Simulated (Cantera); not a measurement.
Charge: 1 mol SiH₄, 0.0077 mol C₂H₄, 730 mol H₂, 0.43 mol CH₄, held at 1000 Pa.

Equilibrium computed with Cantera from the NASA thermochemical tables; the gas is ideal and each condensed phase is pure. Candidate condensed phases: C, C₆H₆, C₇H₈, C₈H₁₈, Si, SiC; 87 gas species. Mutual solubility and eutectic melting of coexisting phases are not modelled. Gases not in the tables: Si₂H₆ and higher silanes. Rates play no part.

log p: log10 of the partial pressure in bar; n: condensed amount in mol.

```
T (°C)  log p H₂  log p H  log p Si  log p C₂H₂ (acetylene)  n Si(s)  n SiC(s)  n Si(l)
------  --------  -------  --------  ----------------------  -------  --------  -------
927        -2.00    -7.70    -11.86                    <-14    0.555     0.445        0
1077       -2.00    -6.62     -9.70                  -12.75    0.555     0.445        0
1227       -2.00        ?         ?                       ?    0.553     0.445        0
1377       -2.00    -5.04     -6.57                  -10.15    0.525     0.445        0
1527       -2.00    -4.45     -5.50                   -8.99        0     0.443    0.267
1677       -2.01    -3.94     -5.16                   -6.87        0     0.413        0
1827       -2.01    -3.51     -4.92                   -5.57        0         0        0
1977       -2.03    -3.15     -4.91                   -5.56        0         0        0
2127       -2.07        ?     -4.92                   -5.57        0         0        0
2277       -2.14    -2.57     -4.94                   -5.62        0         0        0
```

**Question.** Fill in the missing entries.

**Answer.** 
- 1227, log p H: -5.75
- 1227, log p Si: -7.98
- 1227, log p C₂H₂ (acetylene): -11.32
- 2127, log p H: -2.83
